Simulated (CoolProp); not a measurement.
R236FA along the isobar 0.524 MPa: Z from the reference equation and from simpler models built on Tc = 398.1 K, pc = 3.191 MPa, ω = 0.377; each cubic takes its own stable root.

Values from CoolProp's reference Helmholtz-energy equation of state, Pan 2012.

| T (K) | phase | reference | Redlich-Kwong | Soave-Redlich-Kwong |
|---|---|---|---|---|
| 219.3 | liquid | 0.02730 | 0.03162 | 0.03038 |
| 234.3 | liquid | 0.02624 | 0.03042 | 0.02909 |
| 249.4 | liquid | 0.02536 | 0.02947 | 0.02804 |
| 264.5 | liquid | 0.02465 | 0.02875 | 0.02722 |
| 279.5 | liquid | 0.02409 | 0.02828 | 0.02663 |
| 294.6 | liquid | 0.02369 | 0.02804 | 0.02627 |
| 309.6 | liquid | 0.02344 | 0.8739 | 0.02617 |
| 324.7 | gas | 0.8636 | 0.8914 | 0.8772 |
| 339.8 | gas | 0.8877 | 0.9057 | 0.8959 |
| 354.8 | gas | 0.9061 | 0.9174 | 0.9110 |
| 369.9 | gas | 0.9206 | 0.9273 | 0.9236 |
| 384.9 | gas | 0.9322 | 0.9356 | 0.9341 |
| 400 | gas | 0.9417 | 0.9428 | 0.9430 |

At some of these states Redlich-Kwong gives the other phase, because its saturation line lies elsewhere.
